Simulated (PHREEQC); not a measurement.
Ca(OH)2 is added in steps, without added water, to 1 kg of water holding 9.8 mmol/kgw ZnCl2, 6.1 mmol/kgw NaCl and 19 mmol/kgw NiCl2, at 25 °C. O2 is buffered at 0.21 atm. No CO2 enters from the air. The run lets Portlandite, Zincite(c), Zn5(OH)8Cl2, Ni(OH)2, Halite precipitate or redissolve, and no other solid.

Base run: PHREEQC, ion-association model, wateq4f.dat. Each further column changes one thing. The table gives pH.

```tsv
Ca(OH)2 added (mol)	base	Davies equation for every ion	all activity coefficients set to 1	Debye-Hückel limiting law	metal-ligand complexes left out
0	5.49	5.52	5.28	5.63	5.62
0.0031	6.52	6.52	6.34	6.62	6.51
0.00775	6.60	6.60	6.41	6.69	6.58
0.0124	6.69	6.69	6.48	6.81	6.67
0.0155	6.75	6.75	6.54	6.86	6.73
0.0186	6.82	6.83	6.61	6.94	6.81
0.02325	7.02	7.03	6.81	7.14	7.01
0.0279	7.39	7.40	7.40	7.50	7.38
0.031	11.45	11.46	11.47	11.44	11.45
```

The database's Ni(OH)2 is the aged solid; a fresh precipitate is more soluble.
